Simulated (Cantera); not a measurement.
Input: 1 mol Fe3O4, 11 mol CO, 0.13 mol H2, held at 1.00 bar.

These are equilibrium values from Cantera (NASA tables, ideal gas, pure condensed phases), not measurements of a reactor. Candidate condensed phases: C, C6H6, C7H8, C8H18, Fe, Fe(CO)5, FeO, Fe(OH)2, Fe(OH)3, Fe2O3, Fe3O4, H2O; 114 gas species. Each liquid is taken as pure. Mutual solubility and eutectic melting of coexisting phases are not modelled. The tables' stoichiometric FeO is somewhat more stable than real wüstite, so its field is too wide. FeO: taken at fixed stoichiometry. Rates play no part.

Which condensed phases are stable at each of these points (T (K)): 1698, 1773, 1848, 1923, 1998, 2073, 2148, 2223, 2298, 2373?


| T (K) | condensed phases | Fe condensed (%) |
|---|---|---|
| 1698 | Fe(δ) + FeO(l) | 100.0 |
| 1773 | Fe(δ) + FeO(l) | 100.0 |
| 1848 | Fe(l) + FeO(l) | 100.0 |
| 1923 | Fe(l) + FeO(l) | 99.9 |
| 1998 | Fe(l) + FeO(l) | 99.9 |
| 2073 | Fe(l) + FeO(l) | 99.7 |
| 2148 | FeO(l) | 99.4 |
| 2223 | FeO(l) | 98.8 |
| 2298 | FeO(l) | 97.9 |
| 2373 | FeO(l) | 96.4 |

From 1698 K to 1773 K the condensed part is Fe(δ) + FeO(l). From 1848 K to 2073 K the condensed part is Fe(l) + FeO(l). From 2148 K to 2373 K the condensed part is FeO(l).
